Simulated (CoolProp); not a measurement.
Vapour-liquid equilibrium of R113 (1) + acetone (2) at 1370 kPa; x and y are mole fractions of (1).

Values from CoolProp's multi-fluid Helmholtz-energy mixture model, Marx 1992 and Lemmon 2006; pair parameters Bell 2016.

| x | bubble temperature (K) | y at the bubble point | dew temperature at overall composition x (K) | liquid density (mol/L) |
|---|---|---|---|---|
| 0.05 | 430.6 | 0.074 | 431.3 | 10.09 |
| 0.2 | 426.1 | 0.255 | 427.4 | 9.267 |
| 0.35 | 423.6 | 0.395 | 424.3 | 8.535 |
| 0.5 | 422.4 | 0.515 | 422.5 | 7.895 |
| 0.65 | 422.5 | 0.632 | 422.6 | 7.339 |
| 0.8 | 424.0 | 0.762 | 424.7 | 6.856 |
| 0.95 | 427.7 | 0.929 | 428.3 | 6.421 |

y crosses x between x = 0.5 and 0.65: the model has an azeotrope there.

The pair parameters rest on a limited set of measurements; away from them the model extrapolates.
